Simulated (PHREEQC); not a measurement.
Solution (25 °C): 0.014 mol/kgw HF, 0.00015 mol/kgw NaF and 0.0026 mol/kgw (NH4)2SiF6. Closed to the air; pH follows from the charge balance.

Computed with PHREEQC (ion-association model, phreeqc.dat).

Each row changes one thing in this solution. No solid was allowed to form.

| case | pH | ionic strength (mol/kgw) | HF (mol/kgw) | F- (mol/kgw) | HF2- (mol/kgw) |
|---|---|---|---|---|---|
| as made | 2.57 | 0.0109 | 0.0109 | 0.00300 | 0.000125 |
| NaF from 0.00015 to 1.5e-05 mol/kgw | 2.56 | 0.0109 | 0.0108 | 0.00293 | 0.000122 |
| (NH4)2SiF6 left out | 2.57 | 0.00301 | 0.0110 | 0.00289 | 0.000122 |
| (NH4)2SiF6 replaced by Cu(BF4)2 at the same molality | 2.56 | 0.0108 | 0.0111 | 0.00299 | 0.000128 |
| (NH4)2SiF6 replaced by (NH4)2SO4 at the same molality | 2.60 | … | 0.0107 | 0.00316 | … |
| (NH4)2SiF6 from 0.0026 to 0.00286 mol/kgw | 2.57 | 0.0117 | 0.0109 | 0.00301 | 0.000126 |
| NaF left out | 2.56 | 0.0108 | 0.0108 | 0.00292 | 0.000121 |
| temperature from 25 to 30 °C | … | 0.0108 | 0.0110 | 0.00288 | 0.000126 |
| diluted 100-fold with water | 3.75 | 0.000235 | 6.20e-5 | 0.000235 | 5.60e-8 |

### Question
Complete the blanks.

### Answer

- (NH4)2SiF6 replaced by (NH4)2SO4 at the same molality, ionic strength (mol/kgw): 0.0101
- (NH4)2SiF6 replaced by (NH4)2SO4 at the same molality, HF2- (mol/kgw): 0.000130
- temperature from 25 to 30 °C, pH: 2.58

SiF6-2 is the database's only silicon fluoride.
